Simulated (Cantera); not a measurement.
A perfectly stirred reactor is fed with 25.6 % H₂, 38.2 % O₂, 36.3 % N₂, equivalence ratio 0.34, at 13300 Pa; it is held at 1375 K, and followed from long to short residence time.

Computed with Cantera and the H2/O2 subset of GRI-Mech 3.0, which has no nitrogen chemistry. The temperature is held fixed by assumption; the heat of reaction is taken as removed at once.

Problem. Predict: x(H₂) at τ = 2.10 s; x(O₂) at τ = 2.10 s; x(OH) at τ = 2.10 s; x(O) at τ = 2.10 s; x(HO₂) at τ = 2.10 s; x(H₂) at τ = 48.0 ms; x(O₂) at τ = 48.0 ms; x(OH) at τ = 48.0 ms; x(O) at τ = 48.0 ms; x(HO₂) at τ = 48.0 ms.

Solution. 
```
Item                     Result
---------------------  --------
x(H₂) at τ = 2.10 s    0.000104
x(O₂) at τ = 2.10 s       0.291
x(OH) at τ = 2.10 s    0.000833
x(O) at τ = 2.10 s     0.000125
x(HO₂) at τ = 2.10 s    2.36e-6
x(H₂) at τ = 48.0 ms    0.00126
x(O₂) at τ = 48.0 ms      0.289
x(OH) at τ = 48.0 ms    0.00297
x(O) at τ = 48.0 ms     0.00161
x(HO₂) at τ = 48.0 ms   1.62e-5
```
